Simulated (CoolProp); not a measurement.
CF4 (R14) at 328.88 K and 3.03 MPa is throttled through a valve to 0.758 MPa with no heat exchange. Each further row changes one setting.

Values from CoolProp's reference Helmholtz-energy equation of state, Platzer 1990. This equation is an older, rougher fit.

```
case                       temperature change (K)  final density (kg/m³)
-------------------------  ----------------------  ---------------------
as stated                                   -10.1                      …
outlet pressure 0.227 MPa                       …                      …
outlet pressure 0.985 MPa                       …                      …
```

### Question
Complete the blanks.

### Answer

- as stated, final density (kg/m³): 25.7
- outlet pressure 0.227 MPa, temperature change (K): -12.6
- outlet pressure 0.227 MPa, final density (kg/m³): 7.65
- outlet pressure 0.985 MPa, temperature change (K): -9.0
- outlet pressure 0.985 MPa, final density (kg/m³): 33.5
